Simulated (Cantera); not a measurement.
What does this Cantera script print?

```python
import numpy as np
import cantera as ct

gas_names = """
    H HO2 H2 H2O H2O2 O OH O2 O3 Si SiH SiH2 SiH3 SiH4 SiO SiO2 Si2 Si3
""".split()
cond_names = """
    H2O(s) H2O(L) Si(cr) Si(L) SiO2(Lqz) SiO2(hqz) SiO2(L)
""".split()


# ... load() reads the species with a 1 bar reference pressure and builds the phases ...
atoms = {
    'Si': {'Si': 1},
    'O2': {'O': 2},
    'H2': {'H': 2},
}
top_T = {}  # K; cautious upper limits of use, not melting points


# ... equilibrate(T, P, feed) seeds the gas with the atoms and calls Mixture.equilibrate('TP', solver="vcs", rtol=1e-11, max_steps=5000) ...
results = []
feed = {'Si': 1, 'O2': 0.0016, 'H2': 13}  # mol
T = 2123  # K
P = 4300  # Pa
mix = equilibrate(T, P, feed)
results.append((T, P, feed, dict(zip(mix.species_names, mix.species_moles))))
print(gas.report(threshold=0.0001))
for i in range(1, mix.n_phases):
    print(f"{mix.phase(i).name:16s} {mix.phase_moles(i):12.5e} mol")
```

Output:

```
       temperature   2123 K
          pressure   4300 Pa
           density   0.00051957 kg/m^3
  mean mol. weight   2.1329 kg/kmol
   phase of matter   gas

                          1 kg             1 kmol
                     ---------------   ---------------
          enthalpy        2.9331e+07        6.2559e+07  J
   internal energy        2.1055e+07        4.4908e+07  J
           entropy        1.0186e+05        2.1724e+05  J/K
    Gibbs function       -1.8691e+08       -3.9865e+08  J
 heat capacity c_p             16091             34321  J/K
 heat capacity c_v             12193             26006  J/K

                      mass frac. Y      mole frac. X     chem. pot. / RT
                     ---------------   ---------------   ---------------
                 H         0.0080861           0.01711           -11.421
                H2           0.92442           0.97801           -22.841
                Si          0.052063         0.0039538           -6.2228
               SiH         0.0057161        0.00041906           -17.643
              SiH2         0.0028311        0.00020061           -29.064
               SiO         0.0050214        0.00024294           -47.034
     [  +12 minor]         0.0018602        6.5247e-05

Si(L)             9.34700e-01 mol
SiO2(L)           0.00000e+00 mol
```

These are equilibrium values from Cantera (NASA tables, ideal gas, pure condensed phases), not measurements of a reactor. Gases not in the tables: Si2H6 and higher silanes.
